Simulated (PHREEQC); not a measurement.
A column of 0.1 m (30 cells, dispersivity 0.005 m, 300 s a shift, diffusion coefficient 3e-10 m²/s) holds 0.032 eq of the database's cation exchanger X per kg of pore water, first in equilibrium with 0.0062 mol/kgw CaCl2, 0.031 mol/kgw KBr and 1e-05 mol/kgw HCl. It is flushed with 0.032 mol NH4Cl, 0.0074 mol SrCl2 and 1e-05 mol HCl per kg of water, at 40 °C. Values are for the last cell. The system is closed to CO2. Precipitation was switched off in this run.

The numbers come from PHREEQC with the ion-association model, phreeqc.dat.

```json
[
 {"pore volumes": "0", "NH4 in solution (mol/kgw)": "0", "Sr in solution (mol/kgw)": "0", "Br in solution (mol/kgw)": "0.0310", "K in solution (mol/kgw)": "0.0310", "Ca in solution (mol/kgw)": "0.00620", "CaX2 on the exchanger (mol/kgw)": "0.00825"},
 {"pore volumes": "0.2833", "NH4 in solution (mol/kgw)": "6.07e-10", "Sr in solution (mol/kgw)": "0", "Br in solution (mol/kgw)": "0.0310", "K in solution (mol/kgw)": "0.0310", "Ca in solution (mol/kgw)": "0.00620", "CaX2 on the exchanger (mol/kgw)": "0.00825"},
 {"pore volumes": "0.4167", "NH4 in solution (mol/kgw)": "1.82e-6", "Sr in solution (mol/kgw)": "1.23e-11", "Br in solution (mol/kgw)": "0.0309", "K in solution (mol/kgw)": "0.0310", "Ca in solution (mol/kgw)": "0.00620", "CaX2 on the exchanger (mol/kgw)": "0.00825"},
 {"pore volumes": "0.6833", "NH4 in solution (mol/kgw)": "0.000563", "Sr in solution (mol/kgw)": "2.04e-7", "Br in solution (mol/kgw)": "0.0266", "K in solution (mol/kgw)": "0.0308", "Ca in solution (mol/kgw)": "0.00627", "CaX2 on the exchanger (mol/kgw)": "0.00824"},
 {"pore volumes": "0.8167", "NH4 in solution (mol/kgw)": "0.00204", "Sr in solution (mol/kgw)": "2.41e-6", "Br in solution (mol/kgw)": "0.0213", "K in solution (mol/kgw)": "0.0298", "Ca in solution (mol/kgw)": "0.00629", "CaX2 on the exchanger (mol/kgw)": "0.00820"},
 {"pore volumes": "1.083", "NH4 in solution (mol/kgw)": "0.00844", "Sr in solution (mol/kgw)": "4.98e-5", "Br in solution (mol/kgw)": "0.0105", "K in solution (mol/kgw)": "0.0248", "Ca in solution (mol/kgw)": "0.00616", "CaX2 on the exchanger (mol/kgw)": "0.00806"},
 {"pore volumes": "1.217", "NH4 in solution (mol/kgw)": "0.0126", "Sr in solution (mol/kgw)": "0.000133", "Br in solution (mol/kgw)": "0.00672", "K in solution (mol/kgw)": "0.0212", "Ca in solution (mol/kgw)": "0.00601", "CaX2 on the exchanger (mol/kgw)": "0.00793"},
 {"pore volumes": "1.483", "NH4 in solution (mol/kgw)": "0.0204", "Sr in solution (mol/kgw)": "0.000533", "Br in solution (mol/kgw)": "0.00241", "K in solution (mol/kgw)": "0.0139", "Ca in solution (mol/kgw)": "0.00555", "CaX2 on the exchanger (mol/kgw)": "0.00741"},
 {"pore volumes": "1.75", "NH4 in solution (mol/kgw)": "0.0261", "Sr in solution (mol/kgw)": "0.00134", "Br in solution (mol/kgw)": "0.000773", "K in solution (mol/kgw)": "0.00817", "Ca in solution (mol/kgw)": "0.00487", "CaX2 on the exchanger (mol/kgw)": "0.00641"},
 {"pore volumes": "1.883", "NH4 in solution (mol/kgw)": "0.0281", "Sr in solution (mol/kgw)": "0.00189", "Br in solution (mol/kgw)": "0.000426", "K in solution (mol/kgw)": "0.00605", "Ca in solution (mol/kgw)": "0.00443", "CaX2 on the exchanger (mol/kgw)": "0.00574"},
 {"pore volumes": "2.15", "NH4 in solution (mol/kgw)": "0.0304", "Sr in solution (mol/kgw)": "0.00315", "Br in solution (mol/kgw)": "0.000124", "K in solution (mol/kgw)": "0.00314", "Ca in solution (mol/kgw)": "0.00345", "CaX2 on the exchanger (mol/kgw)": "0.00429"},
 {"pore volumes": "2.283", "NH4 in solution (mol/kgw)": "0.0311", "Sr in solution (mol/kgw)": "0.00378", "Br in solution (mol/kgw)": "6.64e-5", "K in solution (mol/kgw)": "0.00221", "Ca in solution (mol/kgw)": "0.00295", "CaX2 on the exchanger (mol/kgw)": "0.00360"},
 {"pore volumes": "2.55", "NH4 in solution (mol/kgw)": "0.0318", "Sr in solution (mol/kgw)": "0.00491", "Br in solution (mol/kgw)": "1.85e-5", "K in solution (mol/kgw)": "0.00106", "Ca in solution (mol/kgw)": "0.00205", "CaX2 on the exchanger (mol/kgw)": "0.00241"},
 {"pore volumes": "2.817", "NH4 in solution (mol/kgw)": "0.0321", "Sr in solution (mol/kgw)": "0.00578", "Br in solution (mol/kgw)": "5.05e-6", "K in solution (mol/kgw)": "0.000494", "Ca in solution (mol/kgw)": "0.00135", "CaX2 on the exchanger (mol/kgw)": "0.00154"},
 {"pore volumes": "2.95", "NH4 in solution (mol/kgw)": "0.0321", "Sr in solution (mol/kgw)": "0.00611", "Br in solution (mol/kgw)": "2.62e-6", "K in solution (mol/kgw)": "0.000333", "Ca in solution (mol/kgw)": "0.00108", "CaX2 on the exchanger (mol/kgw)": "0.00122"},
 {"pore volumes": "3.217", "NH4 in solution (mol/kgw)": "0.0321", "Sr in solution (mol/kgw)": "0.00660", "Br in solution (mol/kgw)": "7.03e-7", "K in solution (mol/kgw)": "0.000150", "Ca in solution (mol/kgw)": "0.000671", "CaX2 on the exchanger (mol/kgw)": "0.000748"},
 {"pore volumes": "3.35", "NH4 in solution (mol/kgw)": "0.0321", "Sr in solution (mol/kgw)": "0.00678", "Br in solution (mol/kgw)": "3.63e-7", "K in solution (mol/kgw)": "0.000100", "Ca in solution (mol/kgw)": "0.000526", "CaX2 on the exchanger (mol/kgw)": "0.000582"},
 {"pore volumes": "3.617", "NH4 in solution (mol/kgw)": "0.0321", "Sr in solution (mol/kgw)": "0.00703", "Br in solution (mol/kgw)": "9.61e-8", "K in solution (mol/kgw)": "4.42e-5", "Ca in solution (mol/kgw)": "0.000318", "CaX2 on the exchanger (mol/kgw)": "0.000350"},
 {"pore volumes": "3.75", "NH4 in solution (mol/kgw)": "0.0321", "Sr in solution (mol/kgw)": "0.00711", "Br in solution (mol/kgw)": "4.93e-8", "K in solution (mol/kgw)": "2.93e-5", "Ca in solution (mol/kgw)": "0.000246", "CaX2 on the exchanger (mol/kgw)": "0.000270"},
 {"pore volumes": "4.017", "NH4 in solution (mol/kgw)": "0.0320", "Sr in solution (mol/kgw)": "0.00723", "Br in solution (mol/kgw)": "1.30e-8", "K in solution (mol/kgw)": "1.28e-5", "Ca in solution (mol/kgw)": "0.000146", "CaX2 on the exchanger (mol/kgw)": "0.000160"}
]
```

At this temperature some constants are extrapolated from 25 °C, and those without enthalpy data are left unchanged.
